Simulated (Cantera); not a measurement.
Input: 1 mol Si, 0.065 mol Br2, 0.61 mol O2, equilibrated at 725 °C.

These are equilibrium values from Cantera (NASA tables, ideal gas, pure condensed phases), not measurements of a reactor. Candidate condensed phases: Br2, Si, SiO2; 14 gas species. The tables' values for SiBr3 are old estimates; treat these amounts as uncertain. Rates play no part.

log p: log10 of the partial pressure in bar; n: condensed amount in mol.

```
P (Pa)   log p SiBr4  log p SiBr2  log p SiBr3  log p Br  log p SiO  log p Br2  n Si(s)  n SiO2(β-quartz)
-------  -----------  -----------  -----------  --------  ---------  ---------  -------  ----------------
1000           -2.01        -3.77        -4.09     -7.33      -9.32     -10.16    0.357             0.610
4000           -1.40        -3.47        -3.64     -7.18      -9.32      -9.86    0.357             0.610
16000          -0.80        -3.17        -3.18     -7.03      -9.32      -9.56    0.357             0.610
63000              ?            ?        -2.73         ?      -9.32          ?    0.357             0.610
250000             ?            ?        -2.29         ?      -9.32          ?    0.357             0.610
1000000         1.00        -2.27        -1.83     -6.58      -9.32      -8.66    0.357             0.610
```

Q: What belongs in the gaps?

A: 
- 63000, log p SiBr4: -0.20
- 63000, log p SiBr2: -2.87
- 63000, log p Br: -6.88
- 63000, log p Br2: -9.26
- 250000, log p SiBr4: 0.40
- 250000, log p SiBr2: -2.57
- 250000, log p Br: -6.73
- 250000, log p Br2: -8.96
